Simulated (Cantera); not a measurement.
Charge: 1 mol C3H6, 5.6 mol H2O, 81 mol H2, equilibrated at 16.0 Pa.

Cantera equilibrium calculation (NASA polynomials, part measured and part estimated; ideal gas, pure solids and liquids). Candidate condensed phases: C, C6H6, C7H8, C8H18, H2O; 110 gas species. Kinetics and transport are ignored.

Question: At 1950 K, list the 5 most abundant gas species with their mole fractions, and the condensed phases.

Answer: H2 0.858, H 0.0840, CO 0.0308, H2O 0.0264, OH 0.000235. Condensed: gas only.
